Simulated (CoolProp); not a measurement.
Properties of methane along the isotherm -114.45 °C.

The numbers come from the reference Helmholtz-energy equation of state, Setzmann 1991 in CoolProp.

```json
[
 {"p (bar)": "8.84", "phase": "gas", "cv (kJ/(kg K))": "1.668", "expansivity (1/kK)": "9.257", "viscosity (µPa s)": "?", "conductivity (mW/(m K))": "18.4"},
 {"p (bar)": "17.7", "phase": "liquid", "cv (kJ/(kg K))": "1.904", "expansivity (1/kK)": "7.206", "viscosity (µPa s)": "?", "conductivity (mW/(m K))": "118"},
 {"p (bar)": "26.5", "phase": "liquid", "cv (kJ/(kg K))": "1.903", "expansivity (1/kK)": "6.768", "viscosity (µPa s)": "50.6", "conductivity (mW/(m K))": "120"},
 {"p (bar)": "35.4", "phase": "liquid", "cv (kJ/(kg K))": "1.903", "expansivity (1/kK)": "?", "viscosity (µPa s)": "51.7", "conductivity (mW/(m K))": "?"},
 {"p (bar)": "44.2", "phase": "liquid", "cv (kJ/(kg K))": "1.904", "expansivity (1/kK)": "6.086", "viscosity (µPa s)": "52.6", "conductivity (mW/(m K))": "123"},
 {"p (bar)": "53.1", "phase": "liquid", "cv (kJ/(kg K))": "1.904", "expansivity (1/kK)": "5.813", "viscosity (µPa s)": "53.6", "conductivity (mW/(m K))": "125"},
 {"p (bar)": "61.9", "phase": "liquid", "cv (kJ/(kg K))": "1.905", "expansivity (1/kK)": "?", "viscosity (µPa s)": "54.5", "conductivity (mW/(m K))": "127"},
 {"p (bar)": "70.8", "phase": "liquid", "cv (kJ/(kg K))": "1.907", "expansivity (1/kK)": "5.364", "viscosity (µPa s)": "?", "conductivity (mW/(m K))": "128"},
 {"p (bar)": "79.6", "phase": "liquid", "cv (kJ/(kg K))": "1.908", "expansivity (1/kK)": "5.176", "viscosity (µPa s)": "56.3", "conductivity (mW/(m K))": "130"},
 {"p (bar)": "88.4", "phase": "liquid", "cv (kJ/(kg K))": "1.910", "expansivity (1/kK)": "5.006", "viscosity (µPa s)": "57.2", "conductivity (mW/(m K))": "?"},
 {"p (bar)": "97.3", "phase": "liquid", "cv (kJ/(kg K))": "1.912", "expansivity (1/kK)": "4.851", "viscosity (µPa s)": "58.0", "conductivity (mW/(m K))": "133"},
 {"p (bar)": "106", "phase": "liquid", "cv (kJ/(kg K))": "?", "expansivity (1/kK)": "4.711", "viscosity (µPa s)": "58.8", "conductivity (mW/(m K))": "134"},
 {"p (bar)": "115", "phase": "liquid", "cv (kJ/(kg K))": "1.915", "expansivity (1/kK)": "4.579", "viscosity (µPa s)": "59.6", "conductivity (mW/(m K))": "136"}
]
```

Task: Fill in the missing entries.

Result: 
- 8.84, viscosity (µPa s): 6.28
- 17.7, viscosity (µPa s): 49.6
- 35.4, expansivity (1/kK): 6.398
- 35.4, conductivity (mW/(m K)): 121
- 61.9, expansivity (1/kK): 5.576
- 70.8, viscosity (µPa s): 55.4
- 88.4, conductivity (mW/(m K)): 131
- 106, cv (kJ/(kg K)): 1.914

Viscosity comes from a separate model (Quiñones-Cisneros 2006). Thermal conductivity comes from a separate model (Friend 1989).
